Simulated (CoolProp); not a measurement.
Values from CoolProp's reference Helmholtz-energy equation of state, Gao 2022.

Give the vapour pressure (bar), vapour density (kg/m³), enthalpy of vaporisation (kJ/kg), liquid cp (kJ/(kg K)) of saturated n-perfluorohexane at 58.15, 147.55 °C.


```json
[
 {"T (°C)": "58.15", "p (bar)": "1.05", "vapour density (kg/m³)": "13.8", "enthalpy of vaporisation (kJ/kg)": "84.2", "liquid cp (kJ/(kg K))": "1.10"},
 {"T (°C)": "147.55", "p (bar)": "10.3", "vapour density (kg/m³)": "156", "enthalpy of vaporisation (kJ/kg)": "47.7", "liquid cp (kJ/(kg K))": "1.37"}
]
```
